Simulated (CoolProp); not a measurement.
Carbon dioxide at 441.27 K and 4.05 MPa is throttled through a valve to 2.8 MPa with no heat exchange. Each further row changes one setting.

Model: reference Helmholtz-energy equation of state, Span 1996, in CoolProp.

```tsv
case	temperature change (K)	final density (kg/m³)
as stated	-5.2	35.3
outlet pressure 0.84 MPa	-13.7	10.5
outlet pressure 3.64 MPa	-1.7	45.9
```
